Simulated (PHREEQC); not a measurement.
Make-up at 25 °C: 0.00096 mol NaHSO4 and 0.061 mol NaF per kg of water. Closed to the air; pH follows from the charge balance.

Model: ion-association model, wateq4f.dat, run in PHREEQC.

The ionic strength comes out as 0.0614 mol/kgw. What activity coefficients do SO4-2, HF2-, NaSO4-, H+, F- get?

SO4-2 0.43, HF2- 0.80, NaSO4- 0.82, H+ 0.85, F- 0.80.

This is a speciation only: nothing precipitates in the calculation. Species that the database lacks are ignored.
